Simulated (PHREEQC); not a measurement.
2.6 g of hydrous ferric oxide (600 m²/g; 0.2 weak and 0.005 strong sites per Fe, Dzombak-Morel constants, diffuse double layer) in 1 kg of water with 0.05 mol/kgw of an inert sodium salt and 0.054 mmol/kgw H3BO3, 1.5 mmol/kgw Na2SeO3 and 5 mmol/kgw CaCl2, at 25 °C; the pH is set by adding NaOH or the inert anion's acid. No oxygen is let in. CO2 from the air is kept out. Nothing may precipitate in this run.

The series has 13 steps of pH, from 3 to 11.

The numbers come from PHREEQC with the ion-association model, wateq4f.dat.

Problem. Near which pH is half of the Se sorbed, and on which side is more sorbed?

Solution. Near pH 10.9, with more sorbed at lower pH.

Problem. Near which pH is half of the Ca sorbed, and on which side is more sorbed?

Solution. Near pH 8.7, with more sorbed at higher pH.

Problem. At which pH does the surface charge pass through zero?

Solution. Near pH 7.5.

Species that the database lacks are ignored. The database's selenite sorption wasn't checked against measurements; a fall in acid may be a fault of its surface constants. The oxide is taken as insoluble; below pH 4 it would dissolve.
